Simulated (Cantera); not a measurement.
Gas mixture: CO₂ : NO = 0.61 : 0.45 (molar parts), at 4.93 atm, frozen composition.

Cantera's kinetic-theory transport with the Lennard-Jones parameters of GRI-Mech 3.0, ideal gas; thermal conductivity in the multicomponent form. The composition is frozen, though it would react at the higher temperatures.

One state of this run: ρ (kg/m³) = 1.64; cp (J/kg/K) = 1269; μ (µPa s) = 52.6; λ (mW/m/K) = 92.0; Pr = 0.725; D (cm²/s) CH₄ = 0.562; D (cm²/s) O = 0.786; D (cm²/s) NO = 0.454. D: mixture-averaged diffusion coefficient of that species in the mixture.

**Question.** Which value of T (K) does it belong to?
(A) 1800
(B) 2000
(C) 800
(D) 1400

**Answer.** D, 1400
